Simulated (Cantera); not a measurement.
Input: 1 mol SiHCl3, 0.039 mol HCl, 220 mol H2, at 1475 K and 0.133 bar.

Equilibrium computed with Cantera from the NASA thermochemical tables; the gas is ideal and each condensed phase is pure. Candidate condensed phases: Si; 19 gas species. Rates play no part.

Base state: H2 0.987, HCl 0.0126, SiCl2 0.000509, H 3.53e-5 (mole fractions); condensed: Si(s).

Question: What changes in the equilibrium state with this change: temperature from 1475 K to 950 K?

Answer: 
```json
[
 {"species": "H2", "before": "0.987", "after": "0.993"},
 {"species": "HCl", "before": "0.0126", "after": "0.00427"},
 {"species": "SiHCl3", "before": "2.38e-6", "after": "0.00134"},
 {"species": "H", "before": "3.53e-5", "after": "1.52e-9"},
 {"species": "SiCl4", "before": "3.21e-7", "after": "0.00125"},
 {"species": "Si(s), mol", "before": "0.884", "after": "0.381"}
]
```
The tables' values for SiCl3 are old estimates; treat these amounts as uncertain.
